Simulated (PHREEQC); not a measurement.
A column of 1 m (30 cells, dispersivity 0.035 m, 3600 s a shift, diffusion coefficient 3e-10 m²/s) holds 0.0019 eq of the database's cation exchanger X per kg of pore water, first in equilibrium with 0.0029 mol LiCl, 0.09 mol BaCl2 and 1e-05 mol HCl per kg of water. It is flushed with 0.00058 mol/kgw MnCl2 and 1e-05 mol/kgw HCl, at 15 °C. Values are for the last cell. The system is closed to CO2. Precipitation was switched off in this run.

Base run: PHREEQC, ion-association model, phreeqc.dat. Each further column changes one thing. The table gives Mn in solution (mol/kgw).

```
pore volumes      base  exchange capacity from 0.0019 to 0.00095 eq/kgw  dispersivity from 0.035 to 0.07 m
------------  --------  -----------------------------------------------  ---------------------------------
0                    0                                                0                                  0
0.4167         2.02e-7                                                …                            5.61e-6
1.017         0.000283                                                …                           0.000315
1.617         0.000229                                         0.000333                           0.000389
2.017         0.000172                                         0.000287                           0.000307
2.417         0.000230                                         0.000360                           0.000261
3.017         0.000342                                         0.000468                           0.000299
3.617         0.000420                                         0.000526                                  …
4.017         0.000457                                         0.000548                           0.000414
4.417         0.000486                                                …                           0.000448
5.017         0.000517                                         0.000572                           0.000486
5.617         0.000539                                         0.000577                           0.000513
6.017         0.000549                                         0.000578                           0.000526
```

What belongs in the gaps?


- 0.4167, exchange capacity from 0.0019 to 0.00095 eq/kgw: 2.13e-7
- 1.017, exchange capacity from 0.0019 to 0.00095 eq/kgw: 0.000306
- 3.617, dispersivity from 0.035 to 0.07 m: 0.000372
- 4.417, exchange capacity from 0.0019 to 0.00095 eq/kgw: 0.000561
